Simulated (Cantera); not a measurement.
# Carbothermic reduction: SiO2 + C + N2

A closed system holds: 1 mol SiO2, 1.6 mol C, a varied amount of N2, held at 823.15 K and 26.0 mbar.

Method: chemical equilibrium by Gibbs-energy minimisation in Cantera with the NASA 1993 tables (ideal gas, pure condensed phases). Candidate condensed phases: C, Si, SiC, SiO2, Si2N2O, Si3N4; 34 gas species. N2 is the only nitrogen source here; it is nearly inert below about 1500 K, so the nitride shown seldom forms there in practice. The numbers say what is thermodynamically allowed, not how fast it happens.

At 1.8 mol N2 the condensed part is C(graphite) + SiO2(α-quartz). From 3.7 mol N2 to 13 mol N2 the condensed part is C(graphite) + SiO2(α-quartz) + Si2N2O(s).

| n(N2) (mol) | log p N2 | log p CO | log p CO2 | n C(graphite) | n SiO2(α-quartz) | n Si2N2O(s) |
|---|---|---|---|---|---|---|
| 1.8 | -1.59 | -5.95 | -10.23 | 1.60 | 1.000 | 0 |
| 3.7 | -1.59 | -5.95 | -10.23 | 1.60 | 1.000 | 5.28e-5 |
| 5.6 | -1.59 | -5.95 | -10.23 | 1.60 | 1.000 | 8.00e-5 |
| 7.5 | -1.59 | -5.95 | -10.23 | 1.60 | 1.000 | 0.000107 |
| 9.4 | -1.59 | -5.95 | -10.23 | 1.60 | 1.000 | 0.000134 |
| 11 | -1.59 | -5.95 | -10.23 | 1.60 | 1.000 | 0.000157 |
| 13 | -1.59 | -5.95 | -10.23 | 1.60 | 1.000 | 0.000186 |
log p: log10 of the partial pressure in bar; n: condensed amount in mol.
